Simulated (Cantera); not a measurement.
Input: 1 mol trisilylamine, 0.44 mol NH₃, at 1423 K.

Equilibrium computed with Cantera from the NASA thermochemical tables; the gas is ideal and each condensed phase is pure. Candidate condensed phases: Si, Si₃N₄; 18 gas species. The feed counts by its element totals alone. Mutual solubility and eutectic melting of coexisting phases are not modelled. Equilibrium is a limit: real reactors are often held back by kinetics, nucleation or transport.

**Question.** Which condensed phases are stable at each of these points (P (Pa)): 5, 17, 59, 210, 710, 2400, 8400, 29000, 100000?

**Answer.** 
```tsv
P (Pa)	condensed phases	Si condensed (%)
5	Si(s)	100.0
17	Si(s) + Si₃N₄(s)	100.0
59	Si(s) + Si₃N₄(s)	100.0
210	Si(s) + Si₃N₄(s)	100.0
710	Si(s) + Si₃N₄(s)	100.0
2400	Si(s) + Si₃N₄(s)	100.0
8400	Si(s) + Si₃N₄(s)	100.0
29000	Si(s) + Si₃N₄(s)	100.0
100000	Si(s) + Si₃N₄(s)	100.0
```

At 0.0375 Torr the condensed part is Si(s). From 0.128 Torr to 750 Torr the condensed part is Si(s) + Si₃N₄(s).
